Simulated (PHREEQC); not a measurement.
Consider water at 55 °C with 0.0098 mol/kgw CdCl2, 0.0042 mol/kgw HCl and 0.00026 mol/kgw Na2SO4. Closed to the air; pH follows from the charge balance.

Computed with PHREEQC (ion-association model, wateq4f.dat).

Each row changes one thing in this solution. Precipitation was switched off in this run.

| case | pH | ionic strength (mol/kgw) | Cl- (mol/kgw) | SO4-2 (mol/kgw) | HSO4- (mol/kgw) | NaSO4- (mol/kgw) | SI of Halite (NaCl) | SI of Mirabilite (Na2SO4:10H2O) |
|---|---|---|---|---|---|---|---|---|
| as made | 2.44 | 0.0236 | 0.0184 | 0.000135 | 6.25e-5 | 2.26e-7 | -6.80 | -11.00 |
| Na2SO4 from 0.00026 to 2.6e-05 mol/kgw | 2.43 | (withheld) | 0.0184 | 1.34e-5 | 6.32e-6 | 2.26e-9 | -7.80 | -14.00 |
| CdCl2 from 0.0098 to 0.0108 mol/kgw | 2.44 | 0.0252 | 0.0197 | 0.000134 | 6.12e-5 | 2.21e-7 | -6.77 | -11.01 |
| temperature from 55 to 5 °C | 2.43 | 0.0242 | 0.0187 | 0.000167 | 2.65e-5 | 2.15e-7 | -6.67 | -8.60 |
| temperature from 55 to 20 °C | 2.43 | (withheld) | 0.0186 | 0.000160 | 3.34e-5 | 2.25e-7 | -6.71 | -9.39 |
| CdCl2 left out | 2.42 | 0.00478 | 0.00420 | 0.000161 | 9.82e-5 | 3.66e-7 | -7.37 | -10.72 |

Task: What belongs in the gaps?

Result: 
- Na2SO4 from 0.00026 to 2.6e-05 mol/kgw, ionic strength (mol/kgw): 0.0231
- temperature from 55 to 20 °C, ionic strength (mol/kgw): 0.0240

Away from 25 °C the constants follow the database's enthalpies or fits; those with neither stay at their 25 °C values.
